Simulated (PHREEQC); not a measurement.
0.81 g of hydrous ferric oxide (600 m²/g; 0.2 weak and 0.005 strong sites per Fe, Dzombak-Morel constants, diffuse double layer) in 1 kg of water with 0.005 mol/kgw of an inert sodium salt and 9.6e-05 mol BaCl2, at 25 °C; the pH is set by adding NaOH or the inert anion's acid. O2 is buffered at 0.21 atm. The system is closed to CO2. Precipitation was switched off in this run.

Base run: PHREEQC, ion-association model, wateq4f.dat. Each further column changes one thing. The table gives surface charge σ (C/m²).

| pH | base | background salt from 0.005 to 0.0005 mol/kgw | oxide from 0.81 to 4.1 g/kgw |
|---|---|---|---|
| 4 | 0.189 | 0.120 | [?] |
| 5 | 0.093 | 0.048 | 0.099 |
| 5.5 | 0.061 | 0.029 | 0.064 |
| 6.5 | 0.023 | 0.010 | 0.024 |
| 7 | 0.013 | 0.005 | 0.013 |
| 8 | 0.002 | 0.001 | 0.001 |
| 9 | -0.008 | -0.003 | -0.009 |
| 9.5 | -0.015 | -0.006 | -0.018 |
| 10.5 | -0.045 | -0.022 | -0.051 |
| 11 | -0.073 | -0.045 | [?] |
| 12 | -0.196 | [?] | -0.218 |

Problem. What belongs in the gaps?

Solution. 
- 4, oxide from 0.81 to 4.1 g/kgw: 0.204
- 11, oxide from 0.81 to 4.1 g/kgw: -0.084
- 12, background salt from 0.005 to 0.0005 mol/kgw: -0.181
